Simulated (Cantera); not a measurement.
Charge: 1 mol BN, 2.2 mol Cl2, equilibrated at 0.00110 bar.

Cantera equilibrium calculation (NASA polynomials, part measured and part estimated; ideal gas, pure solids and liquids). Candidate condensed phases: B, BN; 10 gas species. The tables' values for BCl2 are old estimates; treat these amounts as uncertain. The numbers say what is thermodynamically allowed, not how fast it happens. All values below are at 1598 K.

Base state: Cl 0.454, BCl3 0.351, N2 0.176, Cl2 0.0192, BCl2 0.000141 (mole fractions); condensed: gas only.

Problem. What changes in the equilibrium state with this change: Cl2 from 2.2 to 1.6 mol?

Solution. 
```json
[
 {"species": "BCl3", "before": "0.351", "after": "0.587"},
 {"species": "N2", "before": "0.176", "after": "0.294"},
 {"species": "Cl", "before": "0.454", "after": "0.116"},
 {"species": "Cl2", "before": "0.0192", "after": "0.00126"},
 {"species": "BCl", "before": "9.34e-7", "after": "2.38e-5"},
 {"species": "BCl2", "before": "0.000141", "after": "0.000924"}
]
```
The tables' values for BCl2, BCl are old estimates; treat these amounts as uncertain.
